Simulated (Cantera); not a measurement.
Cantera run:

```python
import numpy as np
import cantera as ct

gas_names = """
    N2O NO2
""".split()
cond_names = """
    Cu2O(s) Cu2O(L) Cu(cr) Cu(L)
""".split()


def load(file, names, dense=False):
    # The tables refer to 1 bar. Condensed volumes are neglected.
    table = {s.name: s for s in ct.Species.list_from_file(file)}
    out = []
    for n in names:
        d = dict(table[n].input_data)
        d["thermo"] = dict(d["thermo"], **{"reference-pressure": 1e5})
        if dense:
            d["equation-of-state"] = {"model": "constant-volume", "density": "1e6 g/cm^3"}
        out.append(ct.Species.from_dict(d))
    return out


species = {s.name: s for s in load("nasa_gas.yaml", gas_names) + load("nasa_condensed.yaml", cond_names)}
# Each term lists the table entries of one substance; the one whose range holds T is used.
reactions = {
    '3 Cu2O + N2O(g) = 6 Cu + 2 NO2(g)':
        [(-3, ['Cu2O(s)', 'Cu2O(L)']), (-1, ['N2O']), (6, ['Cu(cr)', 'Cu(L)']), (2, ['NO2'])],
}


def pick(names, T):
    return next(species[n] for n in names if species[n].thermo.min_temp <= T <= species[n].thermo.max_temp)


results = []
for label, terms in reactions.items():
    print(label)
    print("     T/K   dH/kJ  dS/(J/K)   dG/kJ   log10 K")
    for T in [998, 1098, 1198, 1298, 1398, 1498, 1598, 1698, 1798, 1898, 1998]:
        used = [(nu, pick(names, T)) for nu, names in terms]
        dH = sum(nu * s.thermo.h(T) for nu, s in used) / 1e6
        dS = sum(nu * s.thermo.s(T) for nu, s in used) / 1e3
        dG = dH - T * dS / 1e3
        logK = -dG * 1e6 / (ct.gas_constant * T * np.log(10))
        results.append((label, T, dH, dS, dG, logK, [s.name for _, s in used]))
        print(f"{T:8g} {dH:8.1f} {dS:8.1f} {dG:8.1f} {logK:8.2f}")
```

Result:

```
3 Cu2O + N2O(g) = 6 Cu + 2 NO2(g)
     T/K   dH/kJ  dS/(J/K)   dG/kJ   log10 K
     998    487.1    163.4    324.0   -16.96
    1098    485.0    161.4    307.8   -14.64
    1198    482.8    159.5    291.7   -12.72
    1298    480.5    157.6    275.9   -11.10
    1398    556.9    213.9    257.9    -9.64
    1498    553.6    211.6    236.6    -8.25
    1598    354.6     80.4    226.0    -7.39
    1698    349.7     77.5    218.1    -6.71
    1798    344.8     74.7    210.5    -6.12
    1898    340.0     72.1    203.2    -5.59
    1998    335.2     69.6    196.1    -5.13
```

Source: NASA polynomial tables (part measured, part estimated), evaluated in Cantera. Condensed species are held in their standard states even where they would react or evaporate.
